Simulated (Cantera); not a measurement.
A perfectly stirred reactor is fed with 36.4 % N2O, 1.60 % H2, 62.0 % N2, at 0.0454 atm; it is held at 1223 K, and followed from long to short residence time.

Computed with Cantera and GRI-Mech 3.0 (53 species, 325 reactions). GRI-Mech 3.0 was tuned for natural gas; its chemistry of N2O as a main component is partial and can be far from experiment. Radical loss at walls, strong at low pressure, is not modelled. The mechanism lacks the step 2 NO + O2 → 2 NO2, which can matter for NO2 below about 1400 K. The temperature is held fixed by assumption; the heat of reaction is taken as removed at once.

**Question.** Predict: x(N2O) at τ = 1.10 s; x(H2) at τ = 1.10 s; x(H) at τ = 1.10 s; x(NO2) at τ = 1.10 s; x(H2O2) at τ = 1.10 s; x(N2O) at τ = 9.20 ms; x(H2) at τ = 9.20 ms; x(H) at τ = 9.20 ms; x(NO2) at τ = 9.20 ms; x(H2O2) at τ = 9.20 ms.

**Answer.** 
```json
{
 "x(N2O) at τ = 1.10 s": "0.329",
 "x(H2) at τ = 1.10 s": "0.000514",
 "x(H) at τ = 1.10 s": "5.33e-7",
 "x(NO2) at τ = 1.10 s": "3.21e-5",
 "x(H2O2) at τ = 1.10 s": "3.28e-9",
 "x(N2O) at τ = 9.20 ms": "0.361",
 "x(H2) at τ = 9.20 ms": "0.0131",
 "x(H) at τ = 9.20 ms": "1.17e-5",
 "x(NO2) at τ = 9.20 ms": "1.16e-7",
 "x(H2O2) at τ = 9.20 ms": "1.56e-8"
}
```
